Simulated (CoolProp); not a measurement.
Computed with CoolProp (reference Helmholtz-energy equation of state, Platzer 1990). This equation is an older, rougher fit.

Task: For CF4 (R14), give the phase and the cp (kJ/(kg K)), cv (kJ/(kg K)), speed of sound (m/s) at -56.35 °C and 0.101 MPa; -30.65 °C and 0.101 MPa; 20.85 °C and 0.101 MPa.

Result: 
- -56.35 °C and 0.101 MPa: gas; cp 0.569, cv 0.470, speed of sound 156
- -30.65 °C and 0.101 MPa: gas; cp 0.610, cv 0.513, speed of sound 164
- 20.85 °C and 0.101 MPa: gas; cp 0.690, cv 0.594, speed of sound 179
